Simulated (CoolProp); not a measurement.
Saturated liquid density (kg/m³) of tetradecamethylhexasiloxane (MD4M): the reference equation beside estimates from Tc = 380.0 °C, pc = 0.8286 MPa, ω = 0.800.

Model: reference Helmholtz-energy equation of state, Thol 2019, in CoolProp.

```csv
T (°C),reference,van der Waals,Soave-Redlich-Kwong,Peng-Robinson
143.35,770.2,420.2,678.4,763.1
157.45,755.6,413.4,668.4,752.3
171.45,740.9,406.3,657.7,740.9
185.55,725.7,398.9,646.1,728.4
199.65,710.2,391.2,633.7,714.9
213.65,694.3,383.2,620.3,700.4
227.75,677.8,374.7,605.8,684.4
241.85,660.7,365.9,590.0,667.0
255.85,642.9,356.5,572.9,648.1
269.95,624.1,346.6,553.9,627.0
```

Absolute difference from the reference over all 10 rows, mean and median: van der Waals 44.9 and 44.9 %, Soave-Redlich-Kwong 11.1 and 10.9 %, Peng-Robinson 0.6 and 0.7 %.
